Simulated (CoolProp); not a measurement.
Hydrogen sulfide along the isobar 22200 kPa: Z from the reference equation and from simpler models built on Tc = 373.1 K, pc = 8999 kPa, ω = 0.101; each cubic takes its own stable root.

Model: reference Helmholtz-energy equation of state, Lemmon 2006, in CoolProp. It is a short technical equation, of lower accuracy than the large ones.

```tsv
T (K)	phase	reference
286.5	liquid	0.3766
313.3	liquid	0.3672
340.2	liquid	0.3653
367.1	liquid	0.3733
393.9	supercritical	0.3972
420.8	supercritical	0.4505
447.6	supercritical	0.5411
474.5	supercritical	0.6380
501.4	supercritical	0.7166
528.2	supercritical	0.7768
555.1	supercritical	0.8235
```

Problem. How far does each simpler model (van der Waals, Soave-Redlich-Kwong) lie from the reference over these 11 states: mean and median of the absolute difference, and the worst?

Solution. 
- van der Waals: mean 21.9 %, median 16.8 %, worst +45.0 % at 286.5 K and 22200 kPa
- Soave-Redlich-Kwong: mean 6.2 %, median 5.6 %, worst +11.1 % at 420.8 K and 22200 kPa
